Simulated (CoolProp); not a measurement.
1,2-dichloroethane at several states: fugacity coefficient from the reference equation and from simpler models built on Tc = 561.6 K, pc = 5.226 MPa, ω = 0.269; each cubic takes its own stable root.

Computed with CoolProp (reference Helmholtz-energy equation of state, Thol 2015).

| T (K) | p (MPa) | phase | reference |
|---|---|---|---|
| 275.2 | 0.0107 | liquid | 0.2943 |
| 266.1 | 29.4 | liquid | 0.0001706 |
| 495.8 | 0.134 | gas | 0.9867 |
| 307.2 | 6.25 | liquid | 0.003082 |
| 373.3 | 0.733 | liquid | 0.2211 |
| 375 | 0.426 | liquid | 0.3949 |

Task: How far does each simpler model (van der Waals, Soave-Redlich-Kwong, Peng-Robinson) lie from the reference over these 6 states: mean and median of the absolute difference, and the worst?

Result: 
- van der Waals: mean 2189.9 %, median 271.2 %, worst +10796.8 % at 266.1 K and 29.4 MPa
- Soave-Redlich-Kwong: mean 2.8 %, median 0.9 %, worst +8.2 % at 266.1 K and 29.4 MPa
- Peng-Robinson: mean 1.4 %, median 0.5 %, worst +5.3 % at 266.1 K and 29.4 MPa

At some of these states van der Waals gives the other phase, because its saturation line lies elsewhere.
